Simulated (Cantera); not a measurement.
An isothermal, constant-pressure homogeneous reactor starts with 1.50 % H2, 27.4 % O2, 71.1 % N2, at 1000 K and 6.60 Torr.

Computed with Cantera and the H2/O2 subset of GRI-Mech 3.0, which has no nitrogen chemistry. Radical loss at walls, strong at low pressure, is not modelled.

x: mole fraction; the columns are a selection and need not sum to one.

```tsv
t (s)	x H2	x O2	x OH	x HO2	x H	x H2O	x H2O2
0.000700	0.0150	0.274	5.17e-12	1.85e-11	1.43e-11	2.83e-12	<1e-12
0.00231	0.0150	0.274	3.62e-11	6.19e-11	5.84e-11	6.46e-11	<1e-12
0.00765	0.0150	0.274	(withheld)	2.38e-10	(withheld)	(withheld)	<1e-12
0.0253	0.0149	0.273	3.26e-5	6.91e-7	4.63e-5	0.000118	3.27e-10
0.0837	0.000252	0.265	0.000440	1.07e-6	0.00234	0.0134	1.45e-8
0.277	8.11e-5	0.267	0.000242	8.20e-7	0.000440	0.0147	1.50e-8
0.915	1.11e-5	0.268	8.75e-5	3.80e-7	2.24e-5	0.0151	1.34e-8
3.02	(withheld)	0.268	(withheld)	(withheld)	(withheld)	0.0151	(withheld)
10.0	1.15e-7	0.268	9.48e-6	1.79e-8	2.83e-8	0.0152	2.58e-9
```

Fill in the missing entries.


- 0.00765, x OH: 1.11e-9
- 0.00765, x H: 1.54e-9
- 0.00765, x H2O: 3.72e-9
- 3.02, x H2: 1.04e-6
- 3.02, x OH: 2.74e-5
- 3.02, x HO2: 9.59e-8
- 3.02, x H: 6.94e-7
- 3.02, x H2O2: 7.43e-9
